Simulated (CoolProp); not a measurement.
Ethanol at several states: Z from the reference equation and from simpler models built on Tc = 241.6 °C, pc = 6268 kPa, ω = 0.644; each cubic takes its own stable root.

Computed with CoolProp (reference Helmholtz-energy equation of state, Schroeder 2014).

```tsv
T (°C)	p (kPa)	phase	reference	van der Waals	Redlich-Kwong	Soave-Redlich-Kwong	Peng-Robinson
286.45	28100	supercritical	0.5452	0.8023	0.6575	0.6962	0.6322
94.65	1850	liquid	0.03859	0.07304	0.05045	0.04587	0.04063
196.25	29.9	gas	0.9978	0.9982	0.9979	0.9977	0.9975
```
